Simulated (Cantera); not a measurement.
An isothermal, constant-pressure homogeneous reactor starts with NH₃ : N₂ = 1 : 1.8 (molar parts), at 2298 K and 12.8 Torr. Integrator tolerance rtol = 1e-08.

Model: the gas-phase N/H chemistry of the illustrative SiF4/NH3 mechanism in the Surface Chemkin manual (1991), integrated in Cantera. Walls and surfaces, which speed up NH3 decomposition in real reactors, are not modelled.

Task: What does this change do: pressure from 12.8 Torr to 1.01 bar?

Result: 
```csv
quantity,before,after
x(NH₃) at 1.00 s,2.94e-5 (gas-phase equilibrium 3.76e-8),2.57e-6 (gas-phase equilibrium 2.52e-6)
x(H₂) at 1.00 s,0.386 (gas-phase equilibrium 0.364),0.391 (gas-phase equilibrium 0.391)
x(NH₂) at 1.00 s,3.03e-6 (gas-phase equilibrium 1.46e-8),1.25e-7 (gas-phase equilibrium 1.22e-7)
x(N₂) at 1.00 s,0.601 (gas-phase equilibrium 0.592),0.603 (gas-phase equilibrium 0.603)
x(N₂H₄) at 1.00 s,<1e-12 (gas-phase equilibrium <1e-12),<1e-12 (gas-phase equilibrium <1e-12)
x(NH) at 1.00 s,2.16e-6 (gas-phase equilibrium 3.94e-8),4.21e-8 (gas-phase equilibrium 4.12e-8)
x(N₂H₂) at 1.00 s,1.39e-10 (gas-phase equilibrium <1e-12),3.67e-12 (gas-phase equilibrium 3.67e-12)
```

Task: What does this change do: NH3 1 to 5.1 parts?

Result: 
```tsv
quantity	before	after
x(NH₃) at 1.00 s	2.94e-5 (gas-phase equilibrium 3.76e-8)	3.06e-5 (gas-phase equilibrium 6.01e-8)
x(H₂) at 1.00 s	0.386 (gas-phase equilibrium 0.364)	0.621 (gas-phase equilibrium 0.591)
x(NH₂) at 1.00 s	3.03e-6 (gas-phase equilibrium 1.46e-8)	3.21e-6 (gas-phase equilibrium 1.83e-8)
x(N₂) at 1.00 s	0.601 (gas-phase equilibrium 0.592)	0.359 (gas-phase equilibrium 0.352)
x(N₂H₄) at 1.00 s	<1e-12 (gas-phase equilibrium <1e-12)	<1e-12 (gas-phase equilibrium <1e-12)
x(NH) at 1.00 s	2.16e-6 (gas-phase equilibrium 3.94e-8)	2.34e-6 (gas-phase equilibrium 3.87e-8)
x(N₂H₂) at 1.00 s	1.39e-10 (gas-phase equilibrium <1e-12)	1.36e-10 (gas-phase equilibrium <1e-12)
```
